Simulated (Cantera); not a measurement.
# Gas-phase reforming

A perfectly stirred reactor is fed with CH4 : CO2 = 1 : 0.65 (molar parts), at 101000 Pa; it is held at 1975 K, and followed from long to short residence time.

Computed with Cantera and GRI-Mech 3.0 (53 species, 325 reactions).

```csv
τ (s),x CH4,x CO2,x H2O,x CH2CO,x C2H2
25,0.00199,7.61e-5,0.000441,5.93e-7,0.0521
7.0,0.00264,0.000266,0.00153,1.02e-6,0.0526
1.9,0.00421,0.000918,0.00526,2.38e-6,0.0542
0.52,0.00732,0.00284,0.0159,6.35e-6,0.0597
0.14,0.0130,0.00755,0.0402,1.74e-5,0.0730
0.039,0.0227,0.0169,0.0793,4.27e-5,0.0952
0.011,0.0396,0.0356,0.123,8.55e-5,0.122
0.0029,0.0763,0.0820,0.141,0.000119,0.139
0.00078,0.155,0.176,0.0949,8.66e-5,0.126
0.00021,0.288,0.283,0.0331,3.20e-5,0.0804
```
x: mole fraction; the columns are a selection and need not sum to one.
